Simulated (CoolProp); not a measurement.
R123 along the isobar 0.895 MPa: fugacity coefficient from the reference equation and from simpler models built on Tc = 456.8 K, pc = 3.662 MPa, ω = 0.282; each cubic takes its own stable root.

Values from CoolProp's reference Helmholtz-energy equation of state, Younglove 1994. It is a modified Benedict-Webb-Rubin equation, recast in Helmholtz form.

```json
[
 {"T (K)": "366.5", "phase": "liquid", "reference": "0.6572"},
 {"T (K)": "376.7", "phase": "liquid", "reference": "0.8029"},
 {"T (K)": "387", "phase": "gas", "reference": "0.8509"},
 {"T (K)": "397.3", "phase": "gas", "reference": "0.8642"},
 {"T (K)": "407.6", "phase": "gas", "reference": "0.8759"},
 {"T (K)": "417.8", "phase": "gas", "reference": "0.8862"},
 {"T (K)": "428.1", "phase": "gas", "reference": "0.8955"},
 {"T (K)": "438.4", "phase": "gas", "reference": "0.9039"},
 {"T (K)": "448.6", "phase": "gas", "reference": "0.9114"},
 {"T (K)": "458.9", "phase": "gas", "reference": "0.9182"},
 {"T (K)": "469.2", "phase": "gas", "reference": "0.9245"},
 {"T (K)": "479.5", "phase": "gas", "reference": "0.9301"},
 {"T (K)": "489.7", "phase": "gas", "reference": "0.9353"},
 {"T (K)": "500", "phase": "gas", "reference": "0.9400"}
]
```

Task: How far does each simpler model (van der Waals, Redlich-Kwong, Soave-Redlich-Kwong) lie from the reference over these 14 states: mean and median of the absolute difference, and the worst?

Result: 
- van der Waals: mean 4.8 %, median 2.0 %, worst +33.6 % at 366.5 K and 0.895 MPa
- Redlich-Kwong: mean 3.1 %, median 0.5 %, worst +28.8 % at 366.5 K and 0.895 MPa
- Soave-Redlich-Kwong: mean 0.6 %, median 0.2 %, worst +2.1 % at 376.7 K and 0.895 MPa

At some of these states van der Waals, Redlich-Kwong gives the other phase, because its saturation line lies elsewhere.
